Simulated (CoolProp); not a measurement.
R1336mzz(Z) along the isotherm 496 K: Z from the reference equation and from simpler models built on Tc = 444.5 K, pc = 29.04 bar, ω = 0.386; each cubic takes its own stable root.

Computed with CoolProp (reference Helmholtz-energy equation of state, McLinden 2020).

```
p (bar)          phase  reference  Redlich-Kwong  Soave-Redlich-Kwong  Peng-Robinson
-------  -------------  ---------  -------------  -------------------  -------------
10.4               gas        [?]         0.9071               0.9162         0.9046
20.7               gas     0.8147            [?]               0.8264         0.8050
31.1     supercritical     0.7061         0.6850               0.7283         0.6995
41.5     supercritical     0.5880         0.5500               0.6275         0.5952
51.9     supercritical     0.4828            [?]               0.5499         0.5170
62.2     supercritical     0.4367         0.4555               0.5232         0.4877
72.6     supercritical     0.4384         0.4761               0.5301         0.4905
83       supercritical     0.4585         0.5056               0.5517         0.5078
93.3     supercritical     0.4854         0.5383               0.5796         0.5315
104      supercritical     0.5166         0.5739               0.6118         0.5595
114      supercritical     0.5473            [?]                  [?]         0.5874
124      supercritical     0.5787         0.6422                  [?]            [?]
135      supercritical     0.6138         0.6800               0.7125            [?]
145      supercritical     0.6459         0.7144               0.7458         0.6781
```

### Question
Complete the blanks.

### Answer

- 10.4, reference: 0.9115
- 20.7, Redlich-Kwong: 0.8044
- 51.9, Redlich-Kwong: 0.4626
- 114, Redlich-Kwong: 0.6079
- 114, Soave-Redlich-Kwong: 0.6436
- 124, Soave-Redlich-Kwong: 0.6762
- 124, Peng-Robinson: 0.6162
- 135, Peng-Robinson: 0.6485
